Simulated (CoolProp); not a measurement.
Values from CoolProp's reference Helmholtz-energy equation of state, de Reuck 1990.

Problem. For fluorine, give the phase and the density (kg/m³), Joule-Thomson coefficient (K/MPa), isothermal compressibility (1/MPa), fugacity coefficient at 118.5 K and 188 bar; 199.2 K and 188 bar.

Solution. 
- 118.5 K and 188 bar: liquid; density 1330, Joule-Thomson coefficient -0.182, isothermal compressibility 0.00330, fugacity coefficient 0.111
- 199.2 K and 188 bar: supercritical; density 598, Joule-Thomson coefficient 1.39, isothermal compressibility 0.0480, fugacity coefficient 0.676
